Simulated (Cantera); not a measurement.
Charge: 1 mol Si3N4, 0.42 mol H2O, 540 mol N2, at 4.30e-6 bar.

Method: chemical equilibrium by Gibbs-energy minimisation in Cantera with the NASA 1993 tables (ideal gas, pure condensed phases). Candidate condensed phases: H2O, Si, SiO2, Si2N2O, Si3N4; 35 gas species. Rates play no part. All values below are at 1875 K.

Base state: N2 0.993, Si 0.00472, H 0.00149, SiO 0.000769, H2 2.23e-5 (mole fractions); condensed: gas only.

**Question.** What changes in the equilibrium state with this change: pressure from 4.30e-6 bar to 0.100 bar?

**Answer.** 
```tsv
species	before	after
N2	0.993	0.998
SiO	0.000769	0.000776
H2	2.23e-5	0.000748
Si	0.00472	3.92e-5
H	0.00149	5.67e-5
Si3N4(s), mol	0	0.851
```
